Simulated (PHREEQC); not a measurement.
Dissolve 0.11 mol/kgw HCl and 0.00014 mol/kgw CuSO4 at 25 °C. Closed to the air; pH follows from the charge balance.

All values are PHREEQC results (ion-association model, phreeqc.dat), not measurements.

**Question.** The ionic strength comes out as 0.110 mol/kgw. What activity coefficients do CuCl+, HSO4-, H+, Cu+2, Cl- get?

**Answer.** CuCl+ 0.76, HSO4- 0.78, H+ 0.82, Cu+2 0.39, Cl- 0.76.

This is a speciation only: nothing precipitates in the calculation. Complexes and solids missing from the database can't appear.
